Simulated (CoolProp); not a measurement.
Vapour-liquid equilibrium of ethanol (1) + n-hexane (2) at 161.65 °C; x and y are mole fractions of (1).

Computed with CoolProp (multi-fluid Helmholtz-energy mixture model, Schroeder 2014 and Thol 2019; pair parameters Bell 2016).

Give the bubble pressure and the first vapour's composition at x = 0.05, 0.35, 0.8. Is there an azeotrope?

x = 0.05: 1.100 MPa, y = 0.150; x = 0.35: 1.504 MPa, y = 0.465; x = 0.8: 1.498 MPa, y = 0.736. y crosses x between x = 0.5 and 0.65: the model has an azeotrope there.

The pair parameters rest on a limited set of measurements; away from them the model extrapolates.
